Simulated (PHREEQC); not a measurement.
Make-up at 20 °C: 0.0048 mol/kgw MgCl2 and 0.0003 mol/kgw Na2SO4. It is in equilibrium with CO2 at log p = 0 (atm). Otherwise closed; pH follows from the charge balance.

Model: ion-association model, phreeqc.dat, run in PHREEQC.

```csv
quantity,before,after
pH,3.89,3.84
SO4-2 (mol/kgw),0.000216,0.000137
HCO3- (mol/kgw),0.000140,0.000146
(CO2)2 (mol/kgw),2.34e-5,2.27e-5
HSO4- (mol/kgw),1.71e-6,7.47e-7
NaSO4- (mol/kgw),3.89e-7,1.32e-7
SI of Halite (NaCl),-6.91,-6.05
```

Task: Name the change that produced these shifts.
A) temperature from 20 to 50 °C
B) MgCl2 from 0.0048 to 0.0072 mol/kgw
C) MgCl2 replaced by NH4Cl at the same molality
D) MgCl2 from 0.0048 to 0.048 mol/kgw

Result: D, MgCl2 from 0.0048 to 0.048 mol/kgw

Precipitation was switched off in this run.
